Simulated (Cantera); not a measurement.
Adiabatic ignition

An adiabatic, constant-pressure homogeneous reactor starts with CO : H2 : CH4 : O2 : N2 = 1 : 0.029 : 0.68 : 1.35 : 5.06 (molar parts), at 1300 K and 23.7 atm.

Model: GRI-Mech 3.0 (53 species, 325 reactions), integrated in Cantera. The pressure lies above the range GRI-Mech 3.0 was tuned for (to about 10 atm).

| t (s) | T (K) | x CO | x H2 | x CH4 | x NO2 | x H |
|---|---|---|---|---|---|---|
| 4.00e-6 | 1300 | 0.123 | 0.00357 | 0.0838 | <1e-12 | 2.36e-9 |
| 1.10e-5 | 1300 | 0.123 | 0.00357 | 0.0837 | <1e-12 | 6.51e-9 |
| 3.05e-5 | 1300 | 0.123 | 0.00357 | 0.0837 | <1e-12 | 1.94e-8 |
| 8.42e-5 | 1301 | 0.123 | 0.00355 | 0.0836 | <1e-12 | 3.09e-8 |
| 0.000233 | 1307 | 0.123 | 0.00349 | 0.0831 | <1e-12 | 4.48e-8 |
| 0.000642 | 1345 | 0.122 | 0.00352 | 0.0794 | <1e-12 | 1.74e-7 |
| 0.00177 | 2851 | 0.111 | 0.0235 | 5.29e-12 | 5.63e-7 | 0.00308 |
| 0.00490 | 2851 | 0.111 | 0.0235 | 5.29e-12 | 5.63e-7 | 0.00308 |
| 0.0135 | 2851 | 0.111 | 0.0235 | 5.29e-12 | 5.63e-7 | 0.00308 |
| 0.0374 | 2851 | 0.111 | 0.0235 | 5.29e-12 | 5.63e-7 | 0.00308 |
| 0.103 | 2851 | 0.111 | 0.0235 | 5.29e-12 | 5.63e-7 | 0.00308 |
| 0.285 | 2851 | 0.111 | 0.0235 | 5.29e-12 | 5.63e-7 | 0.00308 |
| 0.787 | 2851 | 0.111 | 0.0235 | 5.29e-12 | 5.63e-7 | 0.00308 |
| 2.17 | 2851 | 0.111 | 0.0235 | 5.29e-12 | 5.63e-7 | 0.00308 |
| 6.00 | 2851 | 0.111 | 0.0235 | 5.29e-12 | 5.63e-7 | 0.00308 |
x: mole fraction; the columns are a selection and need not sum to one.

```json
{
 "time_of_steepest_temperature_rise": "0.891 ms",
 "temperature at 6.00 s": "2851 K",
 "equilibrium_temperature": "2851 K",
 "x(CO) at 6.00 s": "0.111 (gas-phase equilibrium 0.111)",
 "x(H2) at 6.00 s": "0.0235 (gas-phase equilibrium 0.0235)",
 "x(CH4) at 6.00 s": "5.29e-12 (gas-phase equilibrium 6.10e-12)"
}
```
